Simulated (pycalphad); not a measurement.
An equivalent pycalphad script:

```python
from pycalphad import Database, equilibrium, calculate, variables as v
import numpy as np
db = Database('COST507.tdb')
comps = ['AL', 'FE', 'SI', 'VA']
phases = ['AL13FE4', 'AL2FE', 'AL5FE2', 'AL5FE4', 'ALFESI_ALPHA', 'ALFESI_BETA', 'ALFESI_DELTA', 'ALFESI_GAMMA', 'ALFESI_TAU1', 'ALFESI_TAU3', 'BCC_B2', 'DIAMOND_A4', 'FCC_A1', 'FE2SI', 'FE5SI3', 'FESI', 'FESI2_H', 'FESI2_L', 'LIQUID']
eq = equilibrium(db, comps, phases, {v.X('FE'): 0.0074, v.X('SI'): 0.0923, v.T: np.arange(1850, 499, -75), v.P: 101325, v.N: 1}, output=['HM', 'SM'])
```

All values are pycalphad results on the COST 507 light-alloy database (1999) (1 atm), not direct measurements. These are 1990s assessments: newer ones move some temperatures and phases. Amounts are mole fractions of atoms.

Results at three of the temperatures:

```
T = 1850.00 K, P = 101325 Pa, N = 1 mol of atoms
G = -118369 J/mol, H = 59267 J/mol, S = 96.02 J/(mol K)  (SER reference)
chemical potentials (J/mol): Al -116075, Fe -237256, Si -131218
phase             fraction      x(Al)      x(Fe)      x(Si)
LIQUID              1.0000     0.9003     0.0074     0.0923
```

```
T = 1400.00 K, P = 101325 Pa, N = 1 mol of atoms
G = -77039 J/mol, H = 45130 J/mol, S = 87.26 J/(mol K)  (SER reference)
chemical potentials (J/mol): Al -75665, Fe -188529, Si -81509
phase             fraction      x(Al)      x(Fe)      x(Si)
LIQUID              1.0000     0.9003     0.0074     0.0923
```

```
T = 950.00 K, P = 101325 Pa, N = 1 mol of atoms
G = -40329 J/mol, H = 31039 J/mol, S = 75.12 J/(mol K)  (SER reference)
chemical potentials (J/mol): Al -39930, Fe -145330, Si -35803
phase             fraction      x(Al)      x(Fe)      x(Si)
LIQUID              1.0000     0.9003     0.0074     0.0923
```

Changes of the phase set, refined by bisection:

```csv
T (°C),phases above,phases below
625.9,LIQUID,ALFESI_BETA + LIQUID
597.7,ALFESI_BETA + LIQUID,ALFESI_BETA + FCC_A1 + LIQUID
575.7,ALFESI_BETA + FCC_A1 + LIQUID,ALFESI_BETA + DIAMOND_A4 + FCC_A1
```

Database names, with the compositions (at.%) that they take in these runs: ALFESI_BETA: Al 70 Fe 15 Si 15. FCC_A1 is fcc; DIAMOND_A4 is diamond (Si).
